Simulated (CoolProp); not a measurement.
Model: reference Helmholtz-energy equation of state, Platzer 1990, in CoolProp. This equation is an older, rougher fit; its heat capacities, sound speeds and derivatives of the liquid may be far off and weren't checked against measurements.

Question: For c-C4F8 (RC318), give the phase and the Z, conductivity (mW/(m K)), Prandtl number at 425.9 K and 6.47 MPa.

Answer: 
- 425.9 K and 6.47 MPa: supercritical; Z 0.431, conductivity 39.9, Prandtl number 2.63

Viscosity comes from a separate model (Huber 2003), an estimate that may be off by 10 % or more. Thermal conductivity comes from a separate model (Huber 2003), an estimate that may be off by 10 % or more.
